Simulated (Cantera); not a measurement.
What does this Cantera script print?

```python
import numpy as np
import cantera as ct

gas_names = """
    H H2 N NH NH2 NH3 N2 N2H2 N2H4 Si SiH SiH2 SiH3 SiH4 SiN Si2 Si2N Si3
""".split()
cond_names = """
    Si(cr) Si(L) Si3N4(a)
""".split()


# ... load() reads the species with a 1 bar reference pressure and builds the phases ...
atoms = {
    'Si3N4': {'Si': 3, 'N': 4},
    'H2': {'H': 2},
}
top_T = {'Si3N4(a)': 2400}  # K; cautious upper limits of use, not melting points


# ... equilibrate(T, P, feed) seeds the gas with the atoms and calls Mixture.equilibrate('TP', solver="vcs", rtol=1e-11, max_steps=5000) ...
results = []
feed = {'Si3N4': 1, 'H2': 0.75}  # mol
T = 2173  # K
P = 220000  # Pa
mix = equilibrate(T, P, feed)
results.append((T, P, feed, dict(zip(mix.species_names, mix.species_moles))))
print(gas.report(threshold=1e-05))
for i in range(1, mix.n_phases):
    print(f"{mix.phase(i).name:16s} {mix.phase_moles(i):12.5e} mol")
```

It prints:

```
       temperature   2173 K
          pressure   2.2e+05 Pa
           density   0.2146 kg/m^3
  mean mol. weight   17.624 kg/kmol
   phase of matter   gas

                          1 kg             1 kmol
                     ---------------   ---------------
          enthalpy        3.4912e+06        6.1527e+07  J
   internal energy         2.466e+06        4.3459e+07  J
           entropy             12976        2.2868e+05  J/K
    Gibbs function       -2.4706e+07       -4.3541e+08  J
 heat capacity c_p            2023.2             35656  J/K
 heat capacity c_v            1551.4             27342  J/K

                      mass frac. Y      mole frac. X     chem. pot. / RT
                     ---------------   ---------------   ---------------
                 H        0.00011733         0.0020514           -9.9409
                H2          0.045483           0.39761           -19.882
                N2           0.95373           0.59999           -26.946
                Si        0.00020489        0.00012857           -6.3519
               SiH        9.2649e-05        5.6123e-05           -16.293
              SiH2        0.00017814         0.0001043           -26.234
               SiN        6.2849e-05        2.6314e-05           -19.825
              Si2N         0.0001183        2.9709e-05           -26.177
     [  +10 minor]        1.5661e-05        9.6835e-06

Si(L)             1.69201e+00 mol
Si3N4(a)          4.35757e-01 mol
```

Cantera equilibrium calculation (NASA polynomials, part measured and part estimated; ideal gas, pure solids and liquids). Mutual solubility and eutectic melting of coexisting phases are not modelled. The tables' values for SiN are old estimates; treat these amounts as uncertain. Gases not in the tables: Si2H6 and higher silanes.
